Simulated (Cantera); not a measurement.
An adiabatic, constant-pressure homogeneous reactor starts with H₂ : O₂ : N₂ = 1 : 0.357 : 1.34 (molar parts), equivalence ratio 1.4, at 1000 K and 640000 Pa. Integrator tolerance rtol = 1e-08.

Cantera simulation using GRI-Mech 3.0 (53 species, 325 reactions); the numbers are that mechanism's predictions, not measurements. The hydrogen kinetics of GRI-Mech 3.0 are dated; newer H2 mechanisms differ, most at raised pressure.

Problem. What does this change do: O2 0.357 to 0.19 parts?

Solution. 
```tsv
quantity	before	after
time of steepest temperature rise	8.99 ms	9.11 ms
temperature at 2.00 s	2774 K	2106 K
equilibrium temperature	2774 K	2106 K
x(H₂) at 2.00 s	0.122 (gas-phase equilibrium 0.122)	0.265 (gas-phase equilibrium 0.265)
x(O₂) at 2.00 s	0.000355 (gas-phase equilibrium 0.000355)	2.27e-8 (gas-phase equilibrium 2.27e-8)
x(O) at 2.00 s	0.000367 (gas-phase equilibrium 0.000367)	8.68e-8 (gas-phase equilibrium 8.68e-8)
x(H₂O) at 2.00 s	0.293 (gas-phase equilibrium 0.293)	0.162 (gas-phase equilibrium 0.162)
x(H₂O₂) at 2.00 s	1.68e-7 (gas-phase equilibrium 1.68e-7)	1.60e-10 (gas-phase equilibrium 1.60e-10)
x(NO) at 2.00 s	0.00124 (gas-phase equilibrium 0.00124)	2.84e-6 (gas-phase equilibrium 2.84e-6)
```

Problem. What does this change do: N2 1.34 to 0.99 parts?

Solution. 
```
quantity                                                              before                                    after
---------------------------------  -----------------------------------------  ---------------------------------------
time of steepest temperature rise                                    8.99 ms                                  8.07 ms
temperature at 2.00 s                                                 2774 K                                   2927 K
equilibrium temperature                                               2774 K                                   2927 K
x(H₂) at 2.00 s                          0.122 (gas-phase equilibrium 0.122)      0.144 (gas-phase equilibrium 0.144)
x(O₂) at 2.00 s                    0.000355 (gas-phase equilibrium 0.000355)  0.00103 (gas-phase equilibrium 0.00103)
x(O) at 2.00 s                     0.000367 (gas-phase equilibrium 0.000367)  0.00112 (gas-phase equilibrium 0.00112)
x(H₂O) at 2.00 s                         0.293 (gas-phase equilibrium 0.293)      0.332 (gas-phase equilibrium 0.332)
x(H₂O₂) at 2.00 s                    1.68e-7 (gas-phase equilibrium 1.68e-7)  4.18e-7 (gas-phase equilibrium 4.18e-7)
x(NO) at 2.00 s                      0.00124 (gas-phase equilibrium 0.00124)  0.00241 (gas-phase equilibrium 0.00241)
```

Problem. What does this change do: 0.0029 parts NO added?

Solution. 
| quantity | before | after |
|---|---|---|
| time of steepest temperature rise | 8.99 ms | 0.366 ms |
| temperature at 2.00 s | 2774 K | 2779 K |
| equilibrium temperature | 2774 K | 2779 K |
| x(H₂) at 2.00 s | 0.122 (gas-phase equilibrium 0.122) | 0.120 (gas-phase equilibrium 0.120) |
| x(O₂) at 2.00 s | 0.000355 (gas-phase equilibrium 0.000355) | 0.000378 (gas-phase equilibrium 0.000378) |
| x(O) at 2.00 s | 0.000367 (gas-phase equilibrium 0.000367) | 0.000386 (gas-phase equilibrium 0.000386) |
| x(H₂O) at 2.00 s | 0.293 (gas-phase equilibrium 0.293) | 0.294 (gas-phase equilibrium 0.294) |
| x(H₂O₂) at 2.00 s | 1.68e-7 (gas-phase equilibrium 1.68e-7) | 1.75e-7 (gas-phase equilibrium 1.75e-7) |
| x(NO) at 2.00 s | 0.00124 (gas-phase equilibrium 0.00124) | 0.00129 (gas-phase equilibrium 0.00129) |
The mechanism lacks 2 NO + O2 → 2 NO2 and HONO, so NO2 and the effect of NO are under-described below about 1400 K.
